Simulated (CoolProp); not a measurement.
A closed Brayton cycle with dry air: compressor inlet 309.15 K and 2.4 MPa, high pressure 6.98 MPa, turbine inlet 840 K, compressor efficiency 0.8, turbine efficiency 0.85, recuperator effectiveness 0.8 (on enthalpy, no pinch check). Each further row changes one setting.

Model: reference Helmholtz-energy equation of state, Lemmon 2000, in CoolProp. It is a pseudo-pure fit of the blend.

```tsv
case	thermal efficiency (%)	net work (kJ/kg)	compressor to turbine work	compressor exit (K)	turbine exit (K)
as stated	22.3	54.0	0.72	447.1	664.3
turbine inlet 790 K	19.1	42.3	0.77	447.1	623.2
compressor inlet 319.15 K	20.6	49.4	0.75	461.4	664.3
high pressure 5.93 MPa	23.1	52.1	0.69	423.3	688.4
recuperator effectiveness 0.5	17.4	54.0	0.72	447.1	664.3
```
